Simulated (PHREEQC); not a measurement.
Metal-bearing waste water: an equilibrium model

Dissolve 4.9 mmol/kgw CdCl2, 0.69 mmol/kgw MgSO4, 1.1 mmol/kgw NaF and 13 mmol/kgw Na2SO4 at 25 °C. Closed to the air; pH follows from the charge balance.

All values are PHREEQC results (ion-association model, wateq4f.dat), not measurements.

Precipitation was switched off in this run.

Q: Predict the pH, ionic strength.

A: pH 6.43; ionic strength 0.0464 mol/kgw.

Q: In which forms is Mg present?

A: Mg+2 62 %, MgSO4 36 %, MgF+ 2.1 % of the Mg.
